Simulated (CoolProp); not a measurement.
Values from CoolProp's reference Helmholtz-energy equation of state, de Reuck 1993.

Question: For methanol, give the phase and the speed of sound (m/s), viscosity (µPa s) at 560.3 K and 130 kPa; 560.3 K and 1530 kPa.

Answer: 
- 560.3 K and 130 kPa: gas; speed of sound 407, viscosity 18.5
- 560.3 K and 1530 kPa: gas; speed of sound 394, viscosity 18.3

Viscosity comes from a separate model (Xiang 2006).
